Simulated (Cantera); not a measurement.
A closed system holds: 1 mol Si, a varied amount of HF, equilibrated at 925 K and 0.260 bar.

Equilibrium computed with Cantera from the NASA thermochemical tables; the gas is ideal and each condensed phase is pure. Candidate condensed phases: Si; 25 gas species. Kinetics and transport are ignored.

Problem. Which condensed phases are stable at each of these points (n(HF) (mol)): 2.5, 5, 7.6, 10, 13, 15, 18?

Solution. 
```
n(HF) (mol)  condensed phases  Si condensed (%)
-----------  ----------------  ----------------
2.5                     Si(s)              36.3
5                    gas only               0.0
7.6                  gas only               0.0
10                   gas only               0.0
13                   gas only               0.0
15                   gas only               0.0
18                   gas only               0.0
```

At 2.5 mol HF the condensed part is Si(s). From 5 mol HF to 18 mol HF nothing is condensed.
